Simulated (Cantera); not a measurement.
# Equilibrium for silicon oxide and oxynitride deposition: HMDSO + N2O

A closed system holds: 1 mol HMDSO, 1.3 mol N2O, held at 2.80 mbar.

Method: chemical equilibrium by Gibbs-energy minimisation in Cantera with the NASA 1993 tables (ideal gas, pure condensed phases). Candidate condensed phases: C, C6H6, C7H8, C8H18, H2O, Si, SiC, SiO2, Si2N2O, Si3N4; 151 gas species. The feed counts by its element totals alone. Mutual solubility and eutectic melting of coexisting phases are not modelled. Kinetics and transport are ignored.

From 525 °C to 550 °C the condensed part is C(graphite) + SiO2(α-quartz) + Si2N2O(s). From 575 °C to 825 °C the condensed part is C(graphite) + SiO2(β-quartz) + Si2N2O(s).

```csv
T (°C),x H2,x N2,x CO,x CH4,x H2O,x HCN,n C(graphite),n SiO2(α-quartz),n Si2N2O(s),n SiO2(β-quartz)
525,0.921,0.0756,3.50e-5,0.00330,2.22e-6,2.35e-8,5.97,0.866,0.567,0
550,0.922,0.0755,7.96e-5,0.00222,2.72e-6,4.34e-8,5.98,0.866,0.567,0
575,0.923,0.0754,0.000172,0.00153,3.29e-6,7.71e-8,5.98,0,0.567,0.866
600,0.923,0.0753,0.000356,0.00107,3.91e-6,1.33e-7,5.99,0,0.568,0.864
625,0.923,0.0751,0.000705,0.000765,4.61e-6,2.21e-7,5.99,0,0.569,0.862
650,0.923,0.0749,0.00135,0.000555,5.37e-6,3.58e-7,5.98,0,0.571,0.858
675,0.923,0.0744,0.00248,0.000409,6.20e-6,5.65e-7,5.97,0,0.575,0.851
700,0.922,0.0737,0.00441,0.000306,7.08e-6,8.67e-7,5.95,0,0.581,0.838
725,0.920,0.0724,0.00761,0.000231,8.00e-6,1.30e-6,5.92,0,0.592,0.817
750,0.917,0.0705,0.0127,0.000176,8.94e-6,1.89e-6,5.87,0,0.608,0.783
775,0.912,0.0674,0.0206,0.000136,9.86e-6,2.68e-6,5.79,0,0.635,0.731
800,0.905,0.0629,0.0324,0.000105,1.07e-5,3.68e-6,5.68,0,0.674,0.652
825,0.894,0.0565,0.0492,8.18e-5,1.13e-5,4.86e-6,5.50,0,0.732,0.537
```
x: gas mole fraction; n: condensed amount in mol.
